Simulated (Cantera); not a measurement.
Input (Python, Cantera) and output of one run.

```python
import numpy as np
import cantera as ct

gas_names = """
    B BH BH2 BH3 BO BO2 B2 B2O B2O2 B2O3 B3O3H3 H HBO HBO2 HO2 H2 H2O H2O2 H3B3O6 O OH O2 O3
""".split()
cond_names = """
    B(b) B(L) B2O3(L) B3O3H3(cr) H2O(s) H2O(L)
""".split()


# ... load() reads the species with a 1 bar reference pressure and builds the phases ...
atoms = {
    'B2O3': {'B': 2, 'O': 3},
    'O2': {'O': 2},
    'H2': {'H': 2},
}
top_T = {}  # K; cautious upper limits of use, not melting points


# ... equilibrate(T, P, feed) seeds the gas with the atoms and calls Mixture.equilibrate('TP', solver="vcs", rtol=1e-11, max_steps=5000) ...
results = []
feed = {'B2O3': 1, 'O2': 0.86, 'H2': 25}  # mol
P = 133.322  # Pa
for T in [1073, 1173, 1273, 1373, 1473, 1573, 1673, 1773, 1873, 1973, 2073, 2173, 2273, 2373]:
    mix = equilibrate(T, P, feed)
    results.append((T, P, feed, dict(zip(mix.species_names, mix.species_moles))))

top = {s: max(r[3][s] / sum(r[3][g] for g in gas_names) for r in results) for s in gas_names}
cols = sorted((s for s in top if top[s] > 0.0001), key=lambda s: -top[s])[:5]
seen = [c for c in cond_names if any(r[3].get(c, 0) > 1e-12 for r in results)]
print("log10 of partial pressures in bar; condensed amounts in mol")
print(f"{'T/K':>10s}" + "".join(f"{s[:9]:>10s}" for s in cols + seen))
for T, P, feed, n in results:
    ng = sum(n[g] for g in gas_names)
    print(f"{T:10.4g}" + "".join(f"{np.log10(max(n[s] / ng * P / 1e5, 1e-99)):10.3f}" for s in cols)
          + "".join(f"{n.get(c, 0):10.4g}" for c in seen))
```

It prints:

```
log10 of partial pressures in bar; condensed amounts in mol
       T/K        H2         H       H2O      HBO2        BO   B2O3(L)
      1073    -2.906    -9.307    -4.040    -5.985   -14.366    0.9898
      1173    -2.907    -8.382    -4.051    -5.277   -12.336    0.9499
      1273    -2.909    -7.602    -4.091    -4.701   -10.618      0.81
      1373    -2.916    -6.935    -4.207    -4.256    -9.119    0.4415
      1473    -2.924    -6.360    -4.355    -4.050    -7.959         0
      1573    -2.924    -5.853    -4.337    -4.065    -7.285         0
      1673    -2.926    -5.406    -4.317    -4.081    -6.700         0
      1773    -2.928    -5.010    -4.297    -4.099    -6.190         0
      1873    -2.934    -4.657    -4.273    -4.121    -5.748         0
      1973    -2.943    -4.342    -4.247    -4.150    -5.368         0
      2073    -2.961    -4.060    -4.218    -4.190    -5.049         0
      2173    -2.990    -3.811    -4.189    -4.249    -4.793         0
      2273    -3.036    -3.594    -4.169    -4.337    -4.596         0
      2373    -3.106    -3.408    -4.171    -4.465    -4.457         0
```

Method: chemical equilibrium by Gibbs-energy minimisation in Cantera with the NASA 1993 tables (ideal gas, pure condensed phases).
